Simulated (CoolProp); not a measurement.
Vapour-liquid equilibrium of n-heptane (1) + toluene (2) at 303.6 K; x and y are mole fractions of (1).

Computed with CoolProp (multi-fluid Helmholtz-energy mixture model, Span 2003 and Lemmon 2006; pair parameters Bell 2016).

**Question.** Give the bubble pressure and the first vapour's composition at x = 0.2, 0.65, 0.95. Is there an azeotrope?

**Answer.** x = 0.2: 6.198 kPa, y = 0.338; x = 0.65: 7.488 kPa, y = 0.716; x = 0.95: 7.902 kPa, y = 0.956. No azeotrope shows between x = 0.05 and 0.95.

Pair parameters are fitted to limited data, so mixtures are less certain than the pure fluids.
